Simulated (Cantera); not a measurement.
Mixture: CH3OH : O2 : N2 = 1 : 1.36 : 5.13 (molar parts), equivalence ratio 1.1, at 9.38 atm, adiabatic and at constant pressure. Ignition delay is the time to a rise of 400 K.

Detailed kinetics in Cantera: GRI-Mech 3.0 (53 species, 325 reactions). GRI-Mech 3.0 was tuned for natural gas; its chemistry of methanol as a main component is partial and can be far from experiment.

Task: Predict: delay at 1350 K; delay at 1425 K; delay at 1500 K; delay at 1575 K; delay at 1650 K; apparent activation energy between 1500 and 1650 K.

Result: 
- delay at 1350 K = 0.165 ms
- delay at 1425 K = 67.4 µs
- delay at 1500 K = 31.0 µs
- delay at 1575 K = 15.8 µs
- delay at 1650 K = 8.71 µs
- apparent activation energy between 1500 and 1650 K = 170 kJ/mol
